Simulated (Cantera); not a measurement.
Input: 1 mol Fe(CO)₅, 4.9 mol CO, 0.14 mol H₂, at 727 °C and 7.50 Torr.

Method: chemical equilibrium by Gibbs-energy minimisation in Cantera with the NASA 1993 tables (ideal gas, pure condensed phases). Candidate condensed phases: C, C₆H₆, C₇H₈, C₈H₁₈, Fe, Fe(CO)₅, FeO, Fe(OH)₂, Fe(OH)₃, Fe₂O₃, Fe₃O₄, H₂O; 114 gas species. Condensed phases not in the tables: cementite and carbon dissolved in iron. Kinetics and transport are ignored.

Base state: CO 0.981, H₂ 0.0140, CO₂ 0.00545, H₂O 5.41e-5 (mole fractions); condensed: C(graphite) + Fe(α).

### Question
What changes in the equilibrium state with this change: temperature from 727 °C to 1027 °C?

### Answer
```json
[
 {"species": "CO", "before": "0.981", "after": "0.986"},
 {"species": "H₂", "before": "0.0140", "after": "0.0139"},
 {"species": "CO₂", "before": "0.00545", "after": "5.03e-5"},
 {"species": "H₂O", "before": "5.41e-5", "after": "1.25e-6"},
 {"species": "C(graphite), mol", "before": "0.0550", "after": "0"},
 {"species": "Fe(α), mol", "before": "1.00", "after": "0"},
 {"species": "Fe(γ), mol", "before": "0", "after": "1.000"}
]
```

### Question
What changes in the equilibrium state with this change: pressure from 7.50 Torr to 1350 Torr?

### Answer
```
species            before    after
----------------  -------  -------
CO                  0.981    0.605
CO₂               0.00545    0.374
H₂                 0.0140   0.0149
H₂O               5.41e-5  0.00641
CH₄               1.86e-7  3.81e-5
C(graphite), mol   0.0550     3.49
Fe(α), mol           1.00        0
FeO(s), mol             0     1.00
```
The tables' stoichiometric FeO is somewhat more stable than real wüstite, so its field is too wide. FeO: taken at fixed stoichiometry.

### Question
What changes in the equilibrium state with this change: temperature from 727 °C to 1002 °C?

### Answer
```json
[
 {"species": "CO", "before": "0.981", "after": "0.986"},
 {"species": "H₂", "before": "0.0140", "after": "0.0139"},
 {"species": "CO₂", "before": "0.00545", "after": "6.82e-5"},
 {"species": "H₂O", "before": "5.41e-5", "after": "1.60e-6"},
 {"species": "C(graphite), mol", "before": "0.0550", "after": "0"},
 {"species": "Fe(α), mol", "before": "1.00", "after": "0"},
 {"species": "Fe(γ), mol", "before": "0", "after": "1.000"}
]
```
